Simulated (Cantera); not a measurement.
**Thermodynamics of silicon nitride deposition, feed SiH4 + NH3**

A closed system holds: 1 mol SiH4, 3.8 mol NH3, at 1650 K and 4500 Pa.

Cantera equilibrium calculation (NASA polynomials, part measured and part estimated; ideal gas, pure solids and liquids). Candidate condensed phases: Si, Si3N4; 18 gas species. Rates play no part.

The x(H2) comes out as 0.862, the x(N2) is 0.138 and the x(H) comes out as 0.000398. The x(SiH2) is 1.72e-6 and the x(Si) is 1.38e-6. The n(Si3N4(s)) comes out as 0.333 mol and the gas amount is 8.935 mol. The log10 activity of Si(s) (absent) is -0.64.
